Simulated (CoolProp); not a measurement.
Vapour-liquid equilibrium of R13 (1) + propylene (2) at 1.12 MPa; x and y are mole fractions of (1).

Values from CoolProp's multi-fluid Helmholtz-energy mixture model, Platzer 1990 and Lemmon 2013; pair parameters Bell 2016. This equation is an older, rougher fit; its heat capacities, sound speeds and derivatives of the liquid may be far off and weren't checked against measurements.

```tsv
x	bubble temperature (K)	y at the bubble point	dew temperature at overall composition x (K)	liquid density (mol/L)
0.05	291.1	…	295.1	…
0.2	…	…	289.3	12.34
0.35	269.7	…	282.9	12.34
0.5	…	0.732	276.0	12.26
0.65	259.8	0.815	268.3	12.15
0.8	256.3	0.890	260.5	12.04
0.95	253.4	…	254.0	11.97
```

Task: Fill in the missing entries.

Result: 
- 0.05, y at the bubble point: 0.154
- 0.05, liquid density (mol/L): 12.19
- 0.2, bubble temperature (K): 278.0
- 0.2, y at the bubble point: 0.457
- 0.35, y at the bubble point: 0.625
- 0.5, bubble temperature (K): 264.0
- 0.95, y at the bubble point: 0.970

No azeotrope shows between x = 0.05 and 0.95.

Pair parameters are fitted to limited data, so mixtures are less certain than the pure fluids.
